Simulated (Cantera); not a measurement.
An isothermal plug-flow reactor at 550 K and 2.57 atm (inlet), inlet velocity 0.33 m/s, active area per volume 100 1/m; feed 0.278 % H2, 4.11 % O2, 95.6 % N2.

Model: Deutschmann's 1995 Pt surface mechanism with GRI-Mech 3.0 gas chemistry, integrated in Cantera. Catalytic surfaces can have several steady states; this one follows from the mechanism file's or the stated starting coverage. Mass transfer to the wall is taken as infinitely fast.

x: gas mole fraction; θ: surface coverage.

| z (m) | x H2 | x O2 | x H2O | θ free Pt | θ O* | θ OH* |
|---|---|---|---|---|---|---|
| 0.00014 | 0.00247 | 0.0410 | 0.000313 | 0.0938 | 0.894 | 0.0117 |
| 0.00024 | 0.00229 | 0.0409 | 0.000497 | 0.0870 | 0.901 | 0.0118 |
| 0.00043 | 0.00200 | 0.0408 | 0.000782 | 0.0765 | 0.912 | 0.0118 |
| 0.00076 | ___ | 0.0406 | ___ | ___ | 0.925 | 0.0116 |
| 0.0014 | 0.00122 | 0.0404 | 0.00156 | 0.0471 | 0.942 | 0.0108 |
| 0.0024 | 0.000870 | 0.0402 | 0.00192 | 0.0337 | 0.957 | 0.00969 |
| 0.0043 | ___ | 0.0401 | ___ | ___ | 0.970 | ___ |
| 0.0076 | 0.000347 | 0.0400 | 0.00244 | 0.0135 | 0.980 | 0.00666 |
| 0.014 | 0.000199 | 0.0399 | 0.00259 | 0.00777 | 0.987 | 0.00516 |

Q: Some entries are withheld; supply them.

A: 
- 0.00076, x H2: 0.00165
- 0.00076, x H2O: 0.00114
- 0.00076, θ free Pt: 0.0631
- 0.0043, x H2: 0.000561
- 0.0043, x H2O: 0.00223
- 0.0043, θ free Pt: 0.0218
- 0.0043, θ OH*: 0.00819
